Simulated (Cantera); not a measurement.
What does this Cantera script print?

```python
import numpy as np
import cantera as ct

gas = ct.Solution("gri30.yaml")
gas.TPX = 325, 100000, {'CO': 1, 'H2': 0.05, 'CH4': 0.35, 'O2': 0.721, 'N2': 3.53}
inlet = ct.Reservoir(gas, clone=True)
gas.equilibrate("HP")  # start burning
reactor = ct.IdealGasConstPressureReactor(gas, energy="on", clone=False)
exhaust = ct.Reservoir(gas, clone=True)
tau = [0.22, 0.097, 0.043, 0.019, 0.0082, 0.0036, 0.0016, 0.00069, 0.0003, 0.00013, 5.8e-05][0]
for a, b in ((inlet, reactor), (reactor, exhaust)):
    ct.MassFlowController(a, b, mdot=lambda t: reactor.mass / tau)
net = ct.ReactorNet([reactor])
show = ['CO', 'H2', 'CH4', 'OH', 'NO2']

rows = []
print(f"{'tau/s':>10s}{'T/K':>9s}" + "".join(f"{s:>11s}" for s in show))
for tau in [0.22, 0.097, 0.043, 0.019, 0.0082, 0.0036, 0.0016, 0.00069, 0.0003, 0.00013, 5.8e-05]:
    net.initial_time = 0.0
    net.advance(30 * tau)
    before = gas.X
    net.advance(40 * tau)
    drift = np.max(np.abs(gas.X - before) / (gas.X + 1e-9))
    rows.append([gas.T, *gas[show].X, drift])
    print(f"{tau:10.3e}{gas.T:9.1f}" + "".join(f"{x:11.3e}" for x in gas[show].X))
```

It prints:

```
     tau/s      T/K         CO         H2        CH4         OH        NO2
 2.200e-01   1814.2  1.420e-01  3.576e-02  2.607e-04  6.241e-05  1.392e-10
 9.700e-02   1811.6  1.422e-01  3.566e-02  2.512e-04  9.461e-05  2.171e-10
 4.300e-02   1807.4  1.424e-01  3.563e-02  2.060e-04  1.577e-04  3.064e-10
 1.900e-02   1801.1  1.425e-01  3.554e-02  1.720e-04  2.677e-04  3.979e-10
 8.200e-03   1791.7  1.426e-01  3.527e-02  1.824e-04  4.178e-04  5.124e-10
 3.600e-03   1778.5  1.431e-01  3.479e-02  2.370e-04  5.916e-04  6.493e-10
 1.600e-03   1759.1  1.441e-01  3.402e-02  3.501e-04  7.863e-04  7.918e-10
 6.900e-04   1726.3  1.468e-01  3.271e-02  5.967e-04  9.924e-04  9.060e-10
 3.000e-04    325.0  1.770e-01  8.848e-03  6.194e-02  4.781e-29  1.318e-19
 1.300e-04    325.0  1.770e-01  8.848e-03  6.194e-02  5.647e-33  2.111e-23
 5.800e-05    325.0  1.770e-01  8.848e-03  6.194e-02  4.223e-34  1.333e-24
```

Detailed kinetics in Cantera: GRI-Mech 3.0 (53 species, 325 reactions).
